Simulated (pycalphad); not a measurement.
All values are pycalphad results on the COST 507 light-alloy database (1999) (1 atm), not direct measurements. No gas phase is included, though pure Al would boil below 2577 °C. The data set is of 1999 and partly superseded. Not assessed as a whole: an extrapolation from subsystems, which can miss ternary compounds. Diffusion is slow at the low end, where real alloys seldom reach equilibrium.

Molar enthalpy of Ti-0.5454Al-0.4753C (wt.%) in equilibrium (SER reference):

```csv
T (°C),H (kJ/mol),phases
2577,108.30,liquid
2457,102.81,liquid
2337,97.32,liquid
2217,91.82,liquid
2097,86.33,liquid
1977,80.84,liquid
1857,75.35,liquid
1737,69.86,liquid
1697,68.02,liquid
1657,51.07,bcc
1617,49.59,bcc
1497,45.29,bcc
1377,40.91,bcc + fcc
1257,36.68,bcc + fcc
1137,32.63,bcc + fcc
1017,28.75,bcc + fcc
897,21.28,hcp + fcc
777,17.09,hcp + fcc
657,13.08,hcp + fcc
537,9.23,hcp + fcc
417,5.55,hcp + fcc
297,2.03,hcp + fcc
```

Cooling from 1697 °C to 1657 °C, across the freezing range, releases 17.0 kJ/mol, or 361 J/g. The slope is 46 J/(mol K) in the liquid and 37 J/(mol K) just below the solidus, where it includes any heat of precipitation. Liquidus 1663 °C, solidus 1660 °C. Changes were sought between steps of 40 K, so a narrower field can be missed.

The fcc model also describes the rock-salt carbide or nitride (TiC, TiN, HfC).
